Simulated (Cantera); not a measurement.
A jet of CH4 : O2 : N2 = 0.043 : 0.2 : 0.79 (molar parts) at 300 K and 30000 Pa hits a platinum plate 2.1 cm away at a mass flux of 0.046 kg/m²/s; the plate temperature is set and raised in steps from an oxygen-covered start.

Detailed kinetics in Cantera: Deutschmann's 1995 Pt surface mechanism with GRI-Mech 3.0 gas chemistry. Catalytic surfaces can have several steady states; this one follows from the mechanism file's or the stated starting coverage.

x: mole fraction at the wall; θ: surface coverage.

```json
[
 {"plate T (K)": "900", "wall x CH4": "0.0290", "wall x O2": "0.166", "wall x H2O": "0.0238", "wall x OH": "(withheld)", "wall x CO": "8.87e-6", "wall x CO2": "0.0156", "θ free Pt": "0.129", "θ O*": "0.869", "θ OH*": "0.00188"},
 {"plate T (K)": "950", "wall x CH4": "0.0211", "wall x O2": "0.150", "wall x H2O": "0.0383", "wall x OH": "(withheld)", "wall x CO": "8.94e-6", "wall x CO2": "0.0252", "θ free Pt": "0.185", "θ O*": "0.813", "θ OH*": "0.00226"},
 {"plate T (K)": "1000", "wall x CH4": "0.0148", "wall x O2": "0.136", "wall x H2O": "0.0500", "wall x OH": "(withheld)", "wall x CO": "8.41e-6", "wall x CO2": "0.0330", "θ free Pt": "0.247", "θ O*": "0.751", "θ OH*": "0.00238"},
 {"plate T (K)": "1050", "wall x CH4": "0.0104", "wall x O2": "0.127", "wall x H2O": "0.0578", "wall x OH": "(withheld)", "wall x CO": "7.84e-6", "wall x CO2": "0.0382", "θ free Pt": "0.310", "θ O*": "0.688", "θ OH*": "0.00232"},
 {"plate T (K)": "1100", "wall x CH4": "0.00763", "wall x O2": "0.121", "wall x H2O": "0.0628", "wall x OH": "(withheld)", "wall x CO": "7.44e-6", "wall x CO2": "0.0416", "θ free Pt": "0.374", "θ O*": "0.624", "θ OH*": "0.00217"},
 {"plate T (K)": "1150", "wall x CH4": "0.00578", "wall x O2": "0.118", "wall x H2O": "0.0659", "wall x OH": "(withheld)", "wall x CO": "7.29e-6", "wall x CO2": "0.0436", "θ free Pt": "0.435", "θ O*": "0.563", "θ OH*": "0.00198"}
]
```

Q: Fill in the missing entries.

A: 
- 900, wall x OH: 2.32e-8
- 950, wall x OH: 7.19e-8
- 1000, wall x OH: 2.01e-7
- 1050, wall x OH: 4.94e-7
- 1100, wall x OH: 1.09e-6
- 1150, wall x OH: 2.20e-6
